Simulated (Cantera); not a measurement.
# Reactions in the system C-H-N

Cantera with NASA thermochemical tables; ideal gases at 1 bar, condensed phases pure. Values are per mole of reaction as written; species without (g) are pure solids or liquids, kept so even where they would boil at 1 bar.

6 HCN(g) + 10 H(g) ⇌ 2 C3H8(g) + 3 N2(g)

```json
[
 {"T (K)": "300", "ΔH° (kJ)": "-3199.7", "ΔS° (J/K)": "-1243.8", "ΔG° (kJ)": "-2826.5", "log10 K": "492.13"},
 {"T (K)": "650", "ΔH° (kJ)": "-3252.4", "ΔS° (J/K)": "-1364.2", "ΔG° (kJ)": "-2365.7", "log10 K": "190.11"},
 {"T (K)": "700", "ΔH° (kJ)": "-3257.8", "ΔS° (J/K)": "-1372.2", "ΔG° (kJ)": "-2297.3", "log10 K": "171.42"},
 {"T (K)": "750", "ΔH° (kJ)": "-3262.8", "ΔS° (J/K)": "-1379.0", "ΔG° (kJ)": "-2228.5", "log10 K": "155.20"},
 {"T (K)": "800", "ΔH° (kJ)": "-3267.3", "ΔS° (J/K)": "-1384.9", "ΔG° (kJ)": "-2159.4", "log10 K": "140.99"},
 {"T (K)": "850", "ΔH° (kJ)": "-3271.5", "ΔS° (J/K)": "-1390.0", "ΔG° (kJ)": "-2090.0", "log10 K": "128.44"},
 {"T (K)": "900", "ΔH° (kJ)": "-3275.4", "ΔS° (J/K)": "-1394.5", "ΔG° (kJ)": "-2020.4", "log10 K": "117.26"},
 {"T (K)": "950", "ΔH° (kJ)": "-3279.0", "ΔS° (J/K)": "-1398.4", "ΔG° (kJ)": "-1950.6", "log10 K": "107.25"},
 {"T (K)": "1000", "ΔH° (kJ)": "-3282.3", "ΔS° (J/K)": "-1401.7", "ΔG° (kJ)": "-1880.6", "log10 K": "98.23"},
 {"T (K)": "1050", "ΔH° (kJ)": "-3285.2", "ΔS° (J/K)": "-1404.6", "ΔG° (kJ)": "-1810.4", "log10 K": "90.06"},
 {"T (K)": "1100", "ΔH° (kJ)": "-3288.0", "ΔS° (J/K)": "-1407.1", "ΔG° (kJ)": "-1740.1", "log10 K": "82.63"},
 {"T (K)": "1150", "ΔH° (kJ)": "-3290.5", "ΔS° (J/K)": "-1409.4", "ΔG° (kJ)": "-1669.7", "log10 K": "75.84"}
]
```

2 C2H6(g) ⇌ C3H8(g) + CH4(g)

| T (K) | ΔH° (kJ) | ΔS° (J/K) | ΔG° (kJ) | log10 K |
|---|---|---|---|---|
| 300 | -11.6 | -1.7 | -11.1 | 1.92 |
| 650 | -10.4 | 1.0 | -11.0 | 0.89 |
| 700 | -10.2 | 1.2 | -11.1 | 0.83 |
| 750 | -10.1 | 1.4 | -11.1 | 0.78 |
| 800 | -9.9 | 1.6 | -11.2 | 0.73 |
| 850 | -9.8 | 1.8 | -11.3 | 0.69 |
| 900 | -9.6 | 2.0 | -11.4 | 0.66 |
| 950 | -9.5 | 2.1 | -11.5 | 0.63 |
| 1000 | -9.3 | 2.3 | -11.6 | 0.61 |
| 1050 | -9.2 | 2.4 | -11.7 | 0.58 |
| 1100 | -9.0 | 2.6 | -11.9 | 0.56 |
| 1150 | -8.8 | 2.8 | -12.0 | 0.54 |

2 CH4(g) ⇌ C2H4(g) + 2 H2(g)

```tsv
T (K)	ΔH° (kJ)	ΔS° (J/K)	ΔG° (kJ)	log10 K
300	201.8	108.1	169.3	-29.48
650	211.4	129.9	127.0	-10.21
700	212.5	131.4	120.5	-8.99
750	213.4	132.7	113.9	-7.93
800	214.2	133.7	107.2	-7.00
850	214.9	134.6	100.5	-6.18
900	215.5	135.3	93.8	-5.44
950	216.0	135.8	87.0	-4.78
1000	216.4	136.2	80.2	-4.19
1050	216.7	136.5	73.4	-3.65
1100	217.0	136.8	66.5	-3.16
1150	217.1	136.9	59.7	-2.71
```

H2(g) + C2H2(g) ⇌ C2H4(g)

```csv
T (K),ΔH° (kJ),ΔS° (J/K),ΔG° (kJ),log10 K
300,-175.8,-112.5,-142.0,24.73
650,-183.7,-130.9,-98.6,7.93
700,-184.4,-131.9,-92.1,6.87
750,-184.9,-132.7,-85.5,5.95
800,-185.4,-133.3,-78.8,5.15
850,-185.9,-133.8,-72.1,4.43
900,-186.2,-134.2,-65.4,3.80
950,-186.6,-134.6,-58.7,3.23
1000,-186.8,-134.8,-52.0,2.71
1050,-187.0,-135.0,-45.2,2.25
1100,-187.1,-135.1,-38.5,1.83
1150,-187.2,-135.2,-31.7,1.44
```
